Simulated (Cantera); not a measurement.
A closed system holds: 1 mol CuO, 3.7 mol CH4, 13 mol H2, at 2375 K and 1.00 mbar.

Method: chemical equilibrium by Gibbs-energy minimisation in Cantera with the NASA 1993 tables (ideal gas, pure condensed phases). Candidate condensed phases: C, C6H6, C7H8, C8H18, Cu, CuO, Cu(OH)2, Cu2O, H2O; 113 gas species. Rates play no part.

Base state: H2 0.582, H 0.340, CO 0.0370, Cu 0.0370, C2H2 (acetylene) 0.00361, C2H 0.000115, C3 6.39e-5, C 2.72e-5 (mole fractions); condensed: C(graphite).

**Question.** What changes in the equilibrium state with this change: temperature from 2375 K to 1398 K?

**Answer.** 
```
species             before     after
----------------  --------  --------
H2                   0.582     0.952
CO                  0.0370    0.0467
Cu                  0.0370   0.00130
H                    0.340  0.000146
C2H               0.000115     <1e-9
C3                 6.39e-5     <1e-9
C                  2.72e-5     <1e-9
C2H2 (acetylene)   0.00361   2.33e-6
C(graphite), mol      2.49      2.70
Cu(l), mol               0     0.972
```
